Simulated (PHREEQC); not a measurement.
Make-up at 25 °C: 10 mmol/kgw HF, 4.3 mmol/kgw (NH4)2SiF6, 130 mmol/kgw H3PO4 and 100 mmol/kgw HCl. Closed to the air; pH follows from the charge balance.

All values are PHREEQC results (ion-association model, wateq4f.dat), not measurements.

The ionic strength comes out as 0.124 mol/kgw. What activity coefficients do H2PO4-, F-, HF2-, SiF6-2, Cl- get?

H2PO4- 0.77, F- 0.74, HF2- 0.74, SiF6-2 0.35, Cl- 0.75.

No solid was allowed to form. H3PO4, which wateq4f.dat lacks, is added to it with the constant of phreeqc.dat. SiF6-2 is the database's only silicon fluoride.
